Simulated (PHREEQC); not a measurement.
# Hard or scaling water

Consider water at 90 °C with 0.0084 mol/kgw CaCl2 and 0.024 mol/kgw Na2SO4. Closed to the air; pH follows from the charge balance.

Model: ion-association model, wateq4f.dat, run in PHREEQC.

Precipitation was switched off in this run.

### Question
Estimate the ionic strength.

### Answer
ionic strength 0.0783 mol/kgw.

### Question
In which forms is Na present?

### Answer
Na+ 96 %, NaSO4- 4.3 % of the Na.

Away from 25 °C the constants follow the database's enthalpies or fits; those with neither stay at their 25 °C values.
